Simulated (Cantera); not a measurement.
A perfectly stirred reactor is fed with 40.0 % C2H4, 60.0 % H2, at 10.00 Torr; it is held at 1625 K, and followed from long to short residence time.

Detailed kinetics in Cantera: GRI-Mech 3.0 (53 species, 325 reactions). GRI-Mech 3.0 was tuned for natural gas; its chemistry of ethylene as a main component is partial and can be far from experiment. GRI-Mech 3.0 stops at C3 and has no aromatics, soot or wall deposition, so with more carbon than oxygen in the feed, carbon stays in small species such as C2H2 where larger ones or solid carbon would form. Radical loss at walls, strong at low pressure, is not modelled.

Predict: x(C2H4) at τ = 3.00 s; x(H2) at τ = 3.00 s; x(H) at τ = 3.00 s; x(CH4) at τ = 3.00 s; x(C2H4) at τ = 22.0 ms; x(H2) at τ = 22.0 ms; x(H) at τ = 22.0 ms; x(CH2) at τ = 22.0 ms; x(CH4) at τ = 22.0 ms.


```
Item                      Result
----------------------  --------
x(C2H4) at τ = 3.00 s    0.00277
x(H2) at τ = 3.00 s        0.713
x(H) at τ = 3.00 s      0.000193
x(CH4) at τ = 3.00 s    0.000194
x(C2H4) at τ = 22.0 ms     0.306
x(H2) at τ = 22.0 ms       0.627
x(H) at τ = 22.0 ms      1.73e-5
x(CH2) at τ = 22.0 ms    4.21e-9
x(CH4) at τ = 22.0 ms    1.01e-5
```
